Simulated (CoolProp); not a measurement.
Vapour-liquid equilibrium of R134a (1) + R245fa (2) at 656 kPa; x and y are mole fractions of (1).

The numbers come from the multi-fluid Helmholtz-energy mixture model, Tillner-Roth 1994 and Akasaka 2015; pair parameters Akasaka 2014 in CoolProp.

**Question.** Give the bubble temperature and the first vapour's composition at x = 0.2, 0.8, 0.95. Is there an azeotrope?

**Answer.** x = 0.2: 58.6 °C, y = 0.422; x = 0.8: 30.8 °C, y = 0.931; x = 0.95: 26.0 °C, y = 0.985. No azeotrope shows between x = 0.05 and 0.95.

Pair parameters are fitted to limited data, so mixtures are less certain than the pure fluids.
